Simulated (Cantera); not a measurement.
Input (Python, Cantera):

```python
import numpy as np
import cantera as ct

gas = ct.Solution("gri30.yaml")


def delay(T, t_max=10):
    gas.TPX = T, 100000, {'CO': 1, 'H2': 1.2, 'CH4': 0.039, 'O2': 0.561, 'N2': 2.11}
    reactor = ct.IdealGasReactor(gas, clone=False)
    net = ct.ReactorNet([reactor])
    net.rtol, net.atol = 1e-8, 1e-16
    while net.time < t_max:
        t_old, T_old = net.time, reactor.T
        net.step()
        if reactor.T > T + 400:  # ignition: a rise of 400 K
            return t_old + (T + 400 - T_old) / (reactor.T - T_old) * (net.time - t_old)
    return np.nan


taus = []
for T in [1125, 1225, 1325, 1425, 1525, 1625, 1725, 1825, 1925, 2025]:
    taus.append(delay(T))
    print(f"T0 = {T:6g} K   tau = {taus[-1]:.4e} s")
```

It prints:

```
T0 =   1125 K   tau = 1.0260e-04 s
T0 =   1225 K   tau = 5.4264e-05 s
T0 =   1325 K   tau = 3.3742e-05 s
T0 =   1425 K   tau = 2.3239e-05 s
T0 =   1525 K   tau = 1.7426e-05 s
T0 =   1625 K   tau = 1.4119e-05 s
T0 =   1725 K   tau = 1.2290e-05 s
T0 =   1825 K   tau = 1.1473e-05 s
T0 =   1925 K   tau = 1.1469e-05 s
T0 =   2025 K   tau = 1.2161e-05 s
```

Detailed kinetics in Cantera: GRI-Mech 3.0 (53 species, 325 reactions). Where the delays flatten at high temperature, the 400 K rule measures the pace of heat release, not the induction time.
